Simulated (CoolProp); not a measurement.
Model: reference Helmholtz-energy equation of state, Lemmon 2006, in CoolProp. It is a short technical equation, of lower accuracy than the large ones.

### Question
Give the vapour pressure (kPa), liquid density (kg/m³), vapour density (kg/m³), enthalpy of vaporisation (kJ/kg) of saturated carbonyl sulfide at 249.3, 282.3, 315.3 K.

### Answer
| T (K) | p (kPa) | liquid density (kg/m³) | vapour density (kg/m³) | enthalpy of vaporisation (kJ/kg) |
|---|---|---|---|---|
| 249.3 | 298 | 1120 | 9.18 | 290 |
| 282.3 | 846 | 1030 | 24.7 | 262 |
| 315.3 | 1920 | 937 | 56.2 | 224 |
